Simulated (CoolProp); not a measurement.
Vapour-liquid equilibrium of 1-butene (1) + n-butane (2) at 245 kPa; x and y are mole fractions of (1).

Model: multi-fluid Helmholtz-energy mixture model, Lemmon 2005 and Bücker 2006; pair parameters Bell 2016, in CoolProp.

```
x      bubble temperature, mixture model (K)  bubble temperature, Raoult's law (K)  y, mixture model  y, Raoult's law
-----  -------------------------------------  ------------------------------------  ----------------  ---------------
0.05                                   298.0                                 298.0             0.060            0.060
0.125                                  297.4                                 297.5             0.149            0.149
0.2                                    296.9                                 297.0             0.234            0.234
0.275                                  296.3                                 296.5             0.317            0.317
0.35                                   295.7                                 296.0             0.397            0.397
0.425                                  295.2                                 295.5             0.475            0.475
0.5                                    294.7                                 295.0             0.549            0.550
0.575                                  294.2                                 294.5             0.621            0.624
0.65                                   293.7                                 294.0             0.691            0.695
0.725                                  293.3                                 293.6             0.759            0.764
0.8                                    292.9                                 293.1             0.825            0.831
0.875                                  292.5                                 292.7             0.891            0.896
0.95                                   292.1                                 292.2             0.956            0.959
```

The largest gap from Raoult's law is -0.3 K in bubble temperature, at x = 0.575. No azeotrope shows between x = 0.05 and 0.95.

Pair parameters are fitted to limited data, so mixtures are less certain than the pure fluids.
